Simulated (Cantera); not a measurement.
Input: 1 mol Ta, 0.18 mol CO2, 4.6 mol H2, at 2377 °C and 0.133 bar.

Cantera equilibrium calculation (NASA polynomials, part measured and part estimated; ideal gas, pure solids and liquids). Candidate condensed phases: C, C6H6, C7H8, C8H18, H2O, Ta, TaC, Ta2O5; 113 gas species. Condensed phases not in the tables: Ta2C, N, O or C dissolved in the metal. Rates play no part.

### Question
What is the equilibrium state?

### Answer
x(H2): 0.825
x(H): 0.117
x(CO): 0.0348
x(TaO2): 0.0117
x(H2O): 0.00714
x(TaO): 0.00393
x(OH): 0.000246
x(CO2): 4.56e-5
x(O): 2.23e-5
n(Ta(s)): 0.919 mol
gas amount: 5.163 mol
log10 activity of Ta2O5(l) (absent): -0.45
log10 activity of TaC(s) (absent): -2.27
log10 activity of C(graphite) (absent): -5.04
